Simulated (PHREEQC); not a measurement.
Make-up at 84 °C: 0.063 mol NaBF4 per kg of water. It is in equilibrium with CO2 at log p = -3.4 (atm). Otherwise closed; pH follows from the charge balance.

All values are PHREEQC results (ion-association model, wateq4f.dat), not measurements.

Each row changes one thing in this solution. No solid was allowed to form.

```csv
case,pH,ionic strength (mol/kgw),BF4- (mol/kgw),HF (mol/kgw),BF3OH- (mol/kgw),F- (mol/kgw),SI of Nahcolite (NaHCO3),SI of Natron (Na2CO3:10H2O)
as made,2.94,0.0643,0.0534,0.0163,0.00407,0.00390,-9.93,-19.13
0.057 mol/kgw CdI2 added,2.91,[?],0.0534,0.0160,0.00408,0.00384,[?],-19.26
NaBF4 from 0.063 to 0.126 mol/kgw,2.84,[?],0.113,0.0201,0.00685,0.00413,-9.77,[?]
NaBF4 from 0.063 to 0.0126 mol/kgw,3.14,0.0134,0.00793,0.00985,0.00102,0.00320,[?],-20.04
```

Question: Some entries are withheld; supply them.

Answer: 
- 0.057 mol/kgw CdI2 added, ionic strength (mol/kgw): 0.129
- 0.057 mol/kgw CdI2 added, SI of Nahcolite (NaHCO3): -10.00
- NaBF4 from 0.063 to 0.126 mol/kgw, ionic strength (mol/kgw): 0.128
- NaBF4 from 0.063 to 0.126 mol/kgw, SI of Natron (Na2CO3:10H2O): -18.80
- NaBF4 from 0.063 to 0.0126 mol/kgw, SI of Nahcolite (NaHCO3): -10.39

Away from 25 °C the constants follow the database's enthalpies or fits; those with neither stay at their 25 °C values. Real BF4- forms and hydrolyses slowly; the run takes it at equilibrium.
